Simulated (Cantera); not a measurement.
# N2O furnace oxynitridation

A perfectly stirred reactor is fed with N₂O : O₂ = 1 : 0.14 (molar parts), at 13300 Pa; it is held at 1598 K, and followed from long to short residence time.

Detailed kinetics in Cantera: GRI-Mech 3.0 (53 species, 325 reactions). GRI-Mech 3.0 was tuned for natural gas; its chemistry of N2O as a main component is partial and can be far from experiment. The temperature is held fixed by assumption; the heat of reaction is taken as removed at once.

| τ (s) | x N₂O | x O₂ | x N₂ | x NO₂ | x NO | x O |
|---|---|---|---|---|---|---|
| 12 | 0.00331 | 0.344 | 0.563 | 0.000117 | 0.0898 | 5.85e-5 |
| 4.7 | 0.00772 | 0.332 | 0.548 | 0.000130 | 0.112 | 7.91e-5 |
| 1.8 | 0.0181 | 0.317 | 0.530 | 0.000141 | 0.134 | 0.000105 |
| 0.69 | 0.0420 | 0.303 | 0.506 | 0.000147 | 0.149 | 0.000130 |
| 0.27 | 0.0944 | 0.286 | 0.469 | 0.000143 | 0.151 | 0.000150 |
| 0.10 | 0.210 | 0.259 | 0.397 | 0.000122 | 0.134 | 0.000162 |
| 0.040 | 0.382 | 0.223 | 0.293 | 8.69e-5 | 0.101 | 0.000167 |
| 0.015 | 0.589 | 0.181 | 0.171 | 4.67e-5 | 0.0594 | 0.000169 |
| 0.0059 | 0.735 | 0.151 | 0.0839 | 2.00e-5 | 0.0293 | 0.000170 |
| 0.0023 | 0.816 | 0.135 | 0.0362 | 6.60e-6 | 0.0126 | 0.000170 |
x: mole fraction; the columns are a selection and need not sum to one.
